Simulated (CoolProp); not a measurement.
R142b at several states: density (kg/m³) from the reference equation and from simpler models built on Tc = 410.3 K, pc = 4055 kPa, ω = 0.232; each cubic takes its own stable root.

Model: reference Helmholtz-energy equation of state, Lemmon 2006, in CoolProp. It is a short technical equation, of lower accuracy than the large ones.

```tsv
T (K)	p (kPa)	phase	reference	van der Waals	Redlich-Kwong	Soave-Redlich-Kwong
355.5	573	gas	21.27	20.78	21.10	21.20
214.8	3100	liquid	1304	781.8	1152	1173
379.9	32.3	gas	1.031	1.031	1.031	1.031
```
